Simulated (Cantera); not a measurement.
Feed: 1 mol Si, 0.079 mol N2O, 1.5 mol N2, 0.57 mol CO2, at 1200 K and 10.0 mbar.

Cantera equilibrium calculation (NASA polynomials, part measured and part estimated; ideal gas, pure solids and liquids). Candidate condensed phases: C, Si, SiC, SiO2, Si2N2O, Si3N4; 34 gas species. Mutual solubility and eutectic melting of coexisting phases are not modelled. The tables hold silica as quartz up to 1696 K and as liquid above; real silica turns to tridymite and cristobalite and melts near 1996 K. Equilibrium is a limit: real reactors are often held back by kinetics, nucleation or transport.

Q: What is the equilibrium state?

A: 
- x(N2): 0.742
- x(CO): 0.258
- x(CO2): 1.26e-5
- n(C(graphite)): 0.159 mol
- n(SiO2(β-quartz)): 0.205 mol
- n(Si2N2O(s)): 0.397 mol
- gas amount: 1.593 mol
- log10 activity of Si(s) (absent): -6.12
